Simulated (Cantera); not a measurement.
Silicon carbide growth: SiH4 + H2 + C3H8

A closed system holds: 1 mol SiH4, 400 mol H2, 0.097 mol C3H8, held at 1.00 Torr.

Cantera equilibrium calculation (NASA polynomials, part measured and part estimated; ideal gas, pure solids and liquids). Candidate condensed phases: C, C6H6, C7H8, C8H18, Si, SiC; 87 gas species. Mutual solubility and eutectic melting of coexisting phases are not modelled. Gases not in the tables: Si2H6 and higher silanes. Kinetics and transport are ignored.

```
T (°C)   x H2       x H      x Si  x C2H2 (acetylene)     x SiH  n Si(s)  n SiC(s)  n Si(l)
------  -----  --------  --------  ------------------  --------  -------  --------  -------
827     1.000   7.08e-7  1.77e-11              <1e-12  1.95e-11    0.709     0.291        0
902     1.000   3.36e-6  4.01e-10              <1e-12  2.59e-10    0.709     0.291        0
977     1.000   1.32e-5   6.23e-9            1.29e-12   2.51e-9    0.709     0.291        0
1052    1.000   4.48e-5   7.07e-8            9.62e-12   1.87e-8    0.709     0.291        0
1127    1.000  0.000133   6.17e-7            5.79e-11   1.12e-7    0.709     0.291        0
1202    1.000  0.000355   4.31e-6            2.90e-10   5.61e-7    0.707     0.291        0
1277    0.999  0.000862   2.49e-5             1.24e-9   2.39e-6    0.697     0.291        0
1352    0.998   0.00193  0.000122             4.64e-9   8.88e-6    0.653     0.291        0
1427    0.995   0.00403  0.000509             1.61e-8   2.87e-5        0     0.290    0.483
1502    0.990   0.00789   0.00162             6.73e-8   7.21e-5        0     0.285        0
1577    0.984    0.0146   0.00165             2.01e-6   5.91e-5        0     0.280        0
1652    0.972    0.0258   0.00173             4.28e-5   5.07e-5        0     0.238        0
1727    0.954    0.0435   0.00223            0.000291   5.39e-5        0         0        0
```
x: gas mole fraction; n: condensed amount in mol.

From 827 °C to 1352 °C the condensed part is Si(s) + SiC(s). At 1427 °C the condensed part is Si(l) + SiC(s). From 1502 °C to 1652 °C the condensed part is SiC(s). At 1727 °C nothing is condensed.
